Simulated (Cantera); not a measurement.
Feed: 1 mol borazine, 0.071 mol O₂, 2.9 mol H₂, at 1373 K and 0.0100 bar.

Cantera equilibrium calculation (NASA polynomials, part measured and part estimated; ideal gas, pure solids and liquids). Candidate condensed phases: B, BN, B₂O₃, B₃O₃H₃, H₂O; 39 gas species. The feed counts by its element totals alone. Mutual solubility and eutectic melting of coexisting phases are not modelled. The numbers say what is thermodynamically allowed, not how fast it happens.

Base state: H₂ 0.990, N₂ 0.00776, HBO₂ 0.00131, HBO 0.000862, H₂O 0.000348, B₂O₃ 0.000125, H 3.31e-5 (mole fractions); condensed: BN(s) + B₂O₃(l).

Task: What changes in the equilibrium state with this change: pressure from 0.0100 bar to 0.000150 bar?

Result: 
```csv
species,before,after
H₂,0.990,0.975
N₂,0.00776,0.00929
HBO,0.000862,0.00915
B₂O₃,0.000125,0.00252
B₂O₂,8.15e-6,0.000933
BO,9.17e-7,8.01e-5
H,3.31e-5,0.000269
H₂O,0.000348,6.02e-5
"BN(s), mol",2.91,2.89
"B₂O₃(l), mol",0.0389,0
```
